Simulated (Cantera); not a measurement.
## Boron, boron nitride and boron oxide: B + H2O

Input: 1 mol B, a varied amount of H2O, held at 1848.15 K and 0.0150 bar.

Equilibrium computed with Cantera from the NASA thermochemical tables; the gas is ideal and each condensed phase is pure. Candidate condensed phases: B, B2O3, B3O3H3, H2O; 23 gas species. The tables' values for BH2 are old estimates; treat these amounts as uncertain. Rates play no part.

```csv
n(H2O) (mol),x H2,x B2O2,x HBO,x HBO2,x B2O3,x H2O,x BO,x H,n B(s)
0.38,0.577,0.194,0.179,0.00326,0.0260,3.29e-5,0.0173,0.00329,0.636
0.44,0.577,0.194,0.179,0.00326,0.0260,3.29e-5,0.0173,0.00329,0.579
0.51,0.577,0.194,0.179,0.00326,0.0260,3.29e-5,0.0173,0.00329,0.512
0.59,0.577,0.194,0.179,0.00326,0.0260,3.29e-5,0.0173,0.00329,0.436
0.69,0.577,0.194,0.179,0.00326,0.0260,3.29e-5,0.0173,0.00329,0.340
0.8,0.577,0.194,0.179,0.00326,0.0260,3.29e-5,0.0173,0.00329,0.235
0.93,0.577,0.194,0.179,0.00326,0.0260,3.29e-5,0.0173,0.00329,0.110
1.1,0.593,0.161,0.165,0.00758,0.0543,8.53e-5,0.0157,0.00334,0
1.3,0.645,0.0659,0.110,0.0306,0.134,0.000560,0.0101,0.00348,0
1.5,0.675,0.0147,0.0534,0.0811,0.165,0.00322,0.00476,0.00356,0
1.7,0.656,0.00199,0.0194,0.170,0.129,0.0181,0.00175,0.00351,0
```
x: gas mole fraction; n: condensed amount in mol.

From 0.38 mol H2O to 0.93 mol H2O the condensed part is B(s). From 1.1 mol H2O to 1.7 mol H2O nothing is condensed. The main B-bearing gas is B2O2 at 0.38 mol H2O and B2O3 at 1.7 mol H2O.
